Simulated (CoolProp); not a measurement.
Vapour-liquid equilibrium of dimethyl ether (1) + methanol (2) at 340.5 K; x and y are mole fractions of (1).

The numbers come from the multi-fluid Helmholtz-energy mixture model, Wu 2011 and de Reuck 1993; pair parameters Bell 2016 in CoolProp.

Problem. Give the bubble pressure and the first vapour's composition at x = 0.35, 0.725, 0.8. Is there an azeotrope?

Solution. x = 0.35: 882.4 kPa, y = 0.889; x = 0.725: 1325 kPa, y = 0.947; x = 0.8: 1413 kPa, y = 0.959. No azeotrope shows between x = 0.05 and 0.95.

The pair parameters rest on a limited set of measurements; away from them the model extrapolates.
